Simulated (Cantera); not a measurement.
A closed system holds: 1 mol PbO, 0.51 mol C, 0.3 mol N2, at 1.20 bar.

Equilibrium computed with Cantera from the NASA thermochemical tables; the gas is ideal and each condensed phase is pure. Candidate condensed phases: C, Pb, PbO, PbO2, Pb3O4; 27 gas species. Gases not in the tables: (PbO)n polymers. Rates play no part.

Task: At 1900 K, list the 7 most abundant gas species with their mole fractions, and the condensed phases.

Result: Pb 0.423, CO2 0.294, N2 0.201, CO 0.0474, PbO 0.0340, Pb2 0.00128, NO 1.96e-5. Condensed: Pb(l).
